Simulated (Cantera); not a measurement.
A closed system holds: 1 mol Cu2O, 0.83 mol CH4, 1.9 mol N2, held at 10.0 Pa.

These are equilibrium values from Cantera (NASA tables, ideal gas, pure condensed phases), not measurements of a reactor. Candidate condensed phases: C, C6H6, C7H8, C8H18, Cu, CuO, Cu(OH)2, Cu2O, H2O; 139 gas species. Equilibrium is a limit: real reactors are often held back by kinetics, nucleation or transport.

Question: Which condensed phases are stable at each of these points (T (K)): 1200, 1400, 1600, 1800, 2000, 2200, 2400?

Answer: 
```
T (K)  condensed phases  Cu condensed (%)
-----  ----------------  ----------------
1200              Cu(s)             100.0
1400              Cu(l)              97.0
1600           gas only               0.0
1800           gas only               0.0
2000           gas only               0.0
2200           gas only               0.0
2400           gas only               0.0
```

At 1200 K the condensed part is Cu(s). At 1400 K the condensed part is Cu(l). From 1600 K to 2400 K nothing is condensed.
